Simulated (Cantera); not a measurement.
A Cantera script and its output.

```python
import numpy as np
import cantera as ct

gas = ct.Solution("gri30.yaml")
gas.TPX = 1750, 340000, {'H2': 1, 'O2': 0.294, 'N2': 1.11, 'NO': 0.008}
reactor = ct.IdealGasConstPressureReactor(gas, energy="on", clone=False)
net = ct.ReactorNet([reactor])
net.rtol, net.atol = 1e-08, 1e-16
show = ['H2', 'O2', 'NO', 'OH', 'HO2', 'H']
times = np.geomspace(2e-06, 3, 10)

steps = ct.SolutionArray(gas, extra=["t"])
rows = []
print(f"{'t/s':>10s}{'T/K':>9s}{'P/Pa':>11s}" + "".join(f"{s:>11s}" for s in show))
for t in times:
    while net.time < t:
        t_next = net.step()
        steps.append(gas.state, t=t_next)
    rows.append([np.interp(t, steps.t, y) for y in (steps.T, steps.P, *steps(*show).X.T)])
    print(f"{t:10.3e}{rows[-1][0]:9.1f}{rows[-1][1]:11.4g}" + "".join(f"{x:11.3e}" for x in rows[-1][2:]))
rate = np.gradient(steps.T, steps.t)
print("integrator steps:", len(steps.t))
if steps.T.max() > steps.T[0] + 200:
    print(f"time of steepest temperature rise: {steps.t[rate.argmax()]:.4e} s")
gas.TPX = 1750, 340000, {'H2': 1, 'O2': 0.294, 'N2': 1.11, 'NO': 0.008}
gas.equilibrate("HP")
print(f"equilibrium (HP): T = {gas.T:.1f} K  " + "  ".join(f"{s} {gas[s].X[0]:.3e}" for s in show))
```

Result:

```
       t/s      T/K       P/Pa         H2         O2         NO         OH        HO2          H
 2.000e-06   1899.8    3.4e+05  2.424e-01  5.209e-02  3.331e-03  1.167e-02  6.833e-05  9.770e-02
 9.711e-06   2779.5    3.4e+05  1.747e-01  2.982e-03  3.591e-03  2.356e-02  3.848e-06  6.563e-02
 4.715e-05   3028.4    3.4e+05  1.821e-01  1.333e-03  3.534e-03  1.846e-02  2.136e-06  4.052e-02
 2.289e-04   3031.1    3.4e+05  1.819e-01  1.337e-03  3.234e-03  1.851e-02  2.145e-06  4.044e-02
 1.112e-03   3031.3    3.4e+05  1.818e-01  1.339e-03  3.186e-03  1.852e-02  2.148e-06  4.045e-02
 5.397e-03   3031.3    3.4e+05  1.818e-01  1.339e-03  3.186e-03  1.852e-02  2.148e-06  4.045e-02
 2.621e-02   3031.3    3.4e+05  1.818e-01  1.339e-03  3.186e-03  1.852e-02  2.148e-06  4.045e-02
 1.272e-01   3031.3    3.4e+05  1.818e-01  1.339e-03  3.186e-03  1.852e-02  2.148e-06  4.045e-02
 6.179e-01   3031.3    3.4e+05  1.818e-01  1.339e-03  3.186e-03  1.852e-02  2.148e-06  4.045e-02
 3.000e+00   3031.3    3.4e+05  1.818e-01  1.339e-03  3.186e-03  1.852e-02  2.148e-06  4.045e-02
integrator steps: 1119
time of steepest temperature rise: 2.0375e-06 s
equilibrium (HP): T = 3031.3 K  H2 1.818e-01  O2 1.339e-03  NO 3.186e-03  OH 1.852e-02  HO2 2.148e-06  H 4.045e-02
```

Cantera simulation using GRI-Mech 3.0 (53 species, 325 reactions); the numbers are that mechanism's predictions, not measurements. The hydrogen kinetics of GRI-Mech 3.0 are dated; newer H2 mechanisms differ, most at raised pressure. Above 3000 K some thermodynamic fits are extrapolated.
